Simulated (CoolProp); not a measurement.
Tetrahydrofuran along the isobar 7.45 MPa: density (kg/m³) from the reference equation and from simpler models built on Tc = 540.2 K, pc = 5.304 MPa, ω = 0.234; each cubic takes its own stable root.

Values from CoolProp's reference Helmholtz-energy equation of state, Fiedler 2023.

| T (K) | phase | reference | van der Waals | Redlich-Kwong | Soave-Redlich-Kwong | Peng-Robinson |
|---|---|---|---|---|---|---|
| 286.3 | liquid | 900.8 | 560.5 | 821.7 | 836.8 | 941.0 |
| 317.6 | liquid | 867.5 | 543.8 | 791.6 | 809.5 | 911.6 |
| 349 | liquid | 833.1 | 525.9 | 758.6 | 778.8 | 878.3 |
| 380.4 | liquid | 797.2 | 506.5 | 722.3 | 744.1 | 840.1 |
| 411.8 | liquid | 759.1 | 485.3 | 682.0 | 704.5 | 796.0 |
| 443.1 | liquid | 717.7 | 461.9 | 636.8 | 658.7 | 744.2 |
| 474.5 | liquid | 670.7 | 435.0 | 584.7 | 604.1 | 681.5 |
| 505.9 | liquid | 613.5 | 403.1 | 522.2 | 536.0 | 602.2 |
| 537.3 | liquid | 530.0 | 362.5 | 440.6 | 442.4 | 491.3 |
